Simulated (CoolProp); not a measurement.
A Linde-Hampson liquefier for dry air: isothermal reversible compression at 290 K from 1 atm to 5 MPa, throttling to 1 atm, return gas leaving the recuperator 0 K below the feed. Each further row changes one setting.

Model: reference Helmholtz-energy equation of state, Lemmon 2000, in CoolProp. It is a pseudo-pure fit of the blend.

```json
[
 {"case": "as stated", "liquid yield per pass": "0.027", "compression work (kJ/kg of gas)": "323"},
 {"case": "high pressure 10 MPa", "liquid yield per pass": "?", "compression work (kJ/kg of gas)": "380"},
 {"case": "warm-end temperature 320 K", "liquid yield per pass": "0.020", "compression work (kJ/kg of gas)": "?"},
 {"case": "warm-end gap 5 K", "liquid yield per pass": "?", "compression work (kJ/kg of gas)": "323"}
]
```

**Question.** Complete the blanks.

**Answer.** 
- high pressure 10 MPa, liquid yield per pass: 0.052
- warm-end temperature 320 K, compression work (kJ/kg of gas): 358
- warm-end gap 5 K, liquid yield per pass: 0.015
